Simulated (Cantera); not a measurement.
An isothermal, constant-pressure homogeneous reactor starts with 15.3 % H2, 17.6 % O2, 67.0 % N2, equivalence ratio 0.43, at 1398 K and 0.510 bar.

Detailed kinetics in Cantera: GRI-Mech 3.0 (53 species, 325 reactions). The temperature is held fixed by assumption; the heat of reaction is taken as removed at once.

x: mole fraction; the columns are a selection and need not sum to one.

| t (s) | x H2 | x O2 | x OH | x H2O2 | x HO2 | x H |
|---|---|---|---|---|---|---|
| 9.00e-5 | 0.0108 | 0.106 | ? | 2.92e-6 | 3.52e-5 | 0.0244 |
| 0.000294 | 0.00169 | 0.107 | ? | 1.67e-6 | 2.49e-5 | 0.00114 |
| 0.000957 | 0.000127 | 0.108 | ? | 4.09e-7 | 4.96e-6 | 2.26e-5 |
| 0.00312 | 1.42e-5 | 0.108 | ? | 9.78e-8 | 7.61e-7 | 9.61e-7 |
| 0.0102 | 2.63e-6 | 0.108 | ? | 2.68e-8 | 1.72e-7 | 8.48e-8 |
| 0.0332 | 7.05e-7 | 0.108 | ? | 8.79e-9 | 7.11e-8 | 1.24e-8 |
| 0.108 | 3.40e-7 | 0.108 | 4.09e-5 | 4.64e-9 | 5.91e-8 | 4.23e-9 |
| 0.353 | 3.13e-7 | 0.108 | 3.91e-5 | 4.30e-9 | 5.88e-8 | 3.73e-9 |
| 1.15 | 3.12e-7 | 0.108 | 3.91e-5 | 4.30e-9 | 5.88e-8 | 3.73e-9 |
| 3.76 | 3.12e-7 | 0.108 | 3.91e-5 | 4.30e-9 | 5.88e-8 | 3.73e-9 |
| 12.3 | 3.12e-7 | 0.108 | 3.91e-5 | 4.30e-9 | 5.88e-8 | 3.73e-9 |
| 40.0 | 3.12e-7 | 0.108 | 3.91e-5 | 4.30e-9 | 5.88e-8 | 3.73e-9 |

### Question
Fill in the missing entries.

### Answer

- 9.00e-5, x OH: 0.00717
- 0.000294, x OH: 0.00264
- 0.000957, x OH: 0.000717
- 0.00312, x OH: 0.000254
- 0.0102, x OH: 0.000113
- 0.0332, x OH: 5.95e-5
